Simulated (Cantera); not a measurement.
Charge: 1 mol Si₃H₈, 42 mol H₂, held at 1425 °C and 0.00133 bar.

Method: chemical equilibrium by Gibbs-energy minimisation in Cantera with the NASA 1993 tables (ideal gas, pure condensed phases). Candidate condensed phases: Si; 9 gas species. The feed counts by its element totals alone. Gases not in the tables: Si₂H₆ and higher silanes. Rates play no part.

Base state: H₂ 0.996, H 0.00395, Si 0.000493, SiH 2.79e-5, SiH₂ 1.39e-5 (mole fractions); condensed: Si(l).

### Question
What changes in the equilibrium state with this change: Si₃H₈ replaced by SiH₂Cl₂?

### Answer
```tsv
species	before	after
H₂	0.996	0.955
HCl	0	0.0356
SiCl₂	0	0.00476
Cl	0	0.000112
SiCl	0	0.000108
Si(l), mol	2.98	0.761
```
The tables' values for SiCl are old estimates; treat these amounts as uncertain.

### Question
What changes in the equilibrium state with this change: pressure from 0.00133 bar to 1.70 bar?

### Answer
```json
[
 {"species": "H₂", "before": "0.996", "after": "1.000"},
 {"species": "H", "before": "0.00395", "after": "0.000111"},
 {"species": "SiH₂", "before": "1.39e-5", "after": "1.40e-5"},
 {"species": "Si", "before": "0.000493", "after": "3.86e-7"},
 {"species": "SiH", "before": "2.79e-5", "after": "7.84e-7"},
 {"species": "Si(l), mol", "before": "2.98", "after": "3.00"}
]
```

### Question
What changes in the equilibrium state with this change: temperature from 1425 °C to 825 °C?

### Answer
| species | before | after |
|---|---|---|
| H₂ | 0.996 | 1.000 |
| H | 0.00395 | 6.77e-7 |
| SiH₂ | 1.39e-5 | 1.25e-9 |
| Si | 0.000493 | <1e-9 |
| SiH | 2.79e-5 | <1e-9 |
| Si(l), mol | 2.98 | 0 |
| Si(s), mol | 0 | 3.00 |
